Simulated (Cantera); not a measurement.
Feed: 1 mol Cr, 8.5 mol NH3, 0.74 mol N2, at 0.690 Pa.

Equilibrium computed with Cantera from the NASA thermochemical tables; the gas is ideal and each condensed phase is pure. Candidate condensed phases: Cr, CrN, Cr2N; 11 gas species. The numbers say what is thermodynamically allowed, not how fast it happens.

Problem. At 1450 °C, list the 4 most abundant gas species with their mole fractions, and the condensed phases.

Solution. H2 0.634, N2 0.259, H 0.0553, Cr 0.0519. Condensed: gas only.
